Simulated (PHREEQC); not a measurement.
PHREEQC input (ion-association model, wateq4f.dat):

```
SOLUTION_MASTER_SPECIES
  An  An-  0  An  62.0  # stands for a non-complexing anion
SOLUTION_SPECIES
  An- = An-
    -log_k 0
    -gamma 3.0 0
PHASES
  Fix_H+
    H+ = H+
    -log_k 0
SOLUTION 1
  temp 25
  units mmol/kgw
  pH 7 charge
  Na 5
  An 5
END
SELECTED_OUTPUT 1
  -reset false
  -pH true
  -pe true
  -ionic_strength true
  -water true
  -totals Na
  -molalities Hfo_wOH Hfo_wOH2+ Hfo_wO- Hfo_sOH Hfo_sOH2+ Hfo_sO-
USER_PUNCH 1
  -headings sigma psi
  10 PUNCH EDL("sigma", "Hfo"), EDL("psi", "Hfo")
PRINT
  -reset false
USE solution 1
SURFACE 1
  Hfo_wOH 0.000651685 600 0.29
  Hfo_sOH 1.62921e-05
EQUILIBRIUM_PHASES 1
  Fix_H+ -3 HAn 10
    -force_equality true
  O2(g) -0.68 10
END
# ... the last block is repeated for the other 16 points of pH, with NaOH or the acid as the point needs
```

Selected output (columns that matter, 17 of 17 rows; pH added in front):

```
pH	mu	Na	m_Hfo_wOH	m_Hfo_wOH2+	m_Hfo_wO-	m_Hfo_sOH	m_Hfo_sOH2+	m_Hfo_sO-	sigma	psi
3	0.0063527	0.005	0.00011598	0.00053513	5.758e-07	2.8994e-06	1.3378e-05	1.4395e-08	0.30386	0.21449
3.5	0.0055596	0.005	0.00021766	0.00043151	2.5153e-06	5.4416e-06	1.0788e-05	6.2881e-08	0.24385	0.20662
4	0.0052728	0.005	0.00031485	0.00032995	6.883e-06	7.8714e-06	8.2487e-06	1.7207e-07	0.18364	0.19342
4.5	0.0051527	0.005	0.00039139	0.00024603	1.4264e-05	9.7847e-06	6.1508e-06	3.5659e-07	0.13174	0.17697
5	0.0050924	0.005	0.00044335	0.00018384	2.4493e-05	1.1084e-05	4.5961e-06	6.1233e-07	0.090579	0.15808
5.5	0.0050572	0.005	0.00047391	0.00014138	3.6391e-05	1.1848e-05	3.5346e-06	9.0977e-07	0.059681	0.13696
6	0.005035	0.005	0.00048943	0.0001142	4.8055e-05	1.2236e-05	2.8549e-06	1.2014e-06	0.037595	0.1137
6.5	0.0050207	0.005	0.0004963	9.7519e-05	5.7863e-05	1.2408e-05	2.438e-06	1.4466e-06	0.022542	0.088536
7	0.0050115	0.005	0.00049901	8.7429e-05	6.5247e-05	1.2475e-05	2.1857e-06	1.6312e-06	0.012608	0.061904
7.5	0.0050054	0.005	0.00049997	8.1101e-05	7.0611e-05	1.2499e-05	2.0275e-06	1.7653e-06	0.0059627	0.034306
8	0.0050009	0.005	0.00050024	7.6604e-05	7.4836e-05	1.2506e-05	1.9151e-06	1.8709e-06	0.0010047	0.0062073
8.5	0.0050067	0.00501	0.00050015	7.2549e-05	7.8988e-05	1.2504e-05	1.8137e-06	1.9747e-06	-0.0036601	-0.021979
9	0.0050193	0.0050277	0.00049956	6.7802e-05	8.4321e-05	1.2489e-05	1.6951e-06	2.108e-06	-0.0093893	-0.049848
9.5	0.0050501	0.0050661	0.00049781	6.1364e-05	9.2514e-05	1.2445e-05	1.5341e-06	2.3128e-06	-0.017707	-0.076953
10	0.0051357	0.0051632	0.00049308	5.2483e-05	0.00010612	1.2327e-05	1.3121e-06	2.6531e-06	-0.03049	-0.10276
10.5	0.005388	0.0054333	0.00048127	4.1005e-05	0.0001294	1.2032e-05	1.0251e-06	3.2351e-06	-0.050248	-0.12662
11	0.0061623	0.0062355	0.00045359	2.7653e-05	0.00017044	1.134e-05	6.9133e-07	4.261e-06	-0.081164	-0.1476
```

The oxide is taken as insoluble; below pH 4 it would dissolve.
